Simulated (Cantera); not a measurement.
Cantera run:

```python
import numpy as np
import cantera as ct

gas_names = """
    H H2 N NH NH2 NH3 N2 N2H2 N2H4 Si SiH SiH2 SiH3 SiH4 SiN Si2 Si2N Si3
""".split()
cond_names = """
    Si(cr) Si(L) Si3N4(a)
""".split()


# ... load() reads the species with a 1 bar reference pressure and builds the phases ...
atoms = {
    'Si2H6': {'Si': 2, 'H': 6},
    'N2': {'N': 2},
}
top_T = {'Si3N4(a)': 2400}  # K; cautious upper limits of use, not melting points


# ... equilibrate(T, P, feed) seeds the gas with the atoms and calls Mixture.equilibrate('TP', solver="vcs", rtol=1e-11, max_steps=5000) ...
results = []
feed = {'Si2H6': 1, 'N2': 28}  # mol
T = 1023  # K
P = 1900  # Pa
mix = equilibrate(T, P, feed)
results.append((T, P, feed, dict(zip(mix.species_names, mix.species_moles))))
x = sorted(zip(gas.X, gas.species_names), reverse=True)
print(f"T = {T:g} K  P = {P:g} Pa  gas = {mix.phase_moles(0):.4g} mol")
print("   x: " + "  ".join(f"{s} {v:.3e}" for v, s in x if v > 1e-05))
print("   condensed (mol): " + ("  ".join(f"{mix.phase(i).name} {mix.phase_moles(i):.4g}"
      for i in range(1, mix.n_phases) if mix.phase_moles(i) > 1e-12) or "none"))
```

Result:

```
T = 1023 K  P = 1900 Pa  gas = 29.67 mol
   x: N2 8.989e-01  H2 1.011e-01
   condensed (mol): Si3N4(a) 0.6667
```

Cantera equilibrium calculation (NASA polynomials, part measured and part estimated; ideal gas, pure solids and liquids). The feed counts by its element totals alone. N2 is the only nitrogen source here; it is nearly inert below about 1500 K, so the nitride shown seldom forms there in practice.
